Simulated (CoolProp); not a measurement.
The fluid at 365.05 K and 16.6 MPa is compressed adiabatically to 55.5 MPa with isentropic efficiency 0.75. The same conditions are run with several fluids, on thermodynamics alone (safety and materials aside).

Computed with CoolProp (reference Helmholtz-energy equation of state of each fluid (ethylene: Smukala 2000; propylene: Lemmon 2013; sulfur hexafluoride: Guder 2009)).

```json
[
 {"fluid": "ethylene", "work (kJ/kg)": "168", "final temperature (K)": "447.6", "final density (kg/m³)": "349"},
 {"fluid": "propylene", "work (kJ/kg)": "106", "final temperature (K)": "401.2", "final density (kg/m³)": "507"},
 {"fluid": "sulfur hexafluoride", "work (kJ/kg)": "36.9", "final temperature (K)": "402.0", "final density (kg/m³)": "1510"}
]
```
